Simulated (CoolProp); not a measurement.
Computed with CoolProp (reference Helmholtz-energy equation of state, Span 1996).

Task: Give the vapour pressure (bar), liquid cp (kJ/(kg K)), liquid conductivity (mW/(m K)) of saturated carbon dioxide at 251.1, 259.6 K.

Result: 
| T (K) | p (bar) | liquid cp (kJ/(kg K)) | liquid conductivity (mW/(m K)) |
|---|---|---|---|
| 251.1 | 18.5 | 2.14 | 135 |
| 259.6 | 23.9 | 2.25 | 125 |

Thermal conductivity comes from a separate model (Huber 2016).
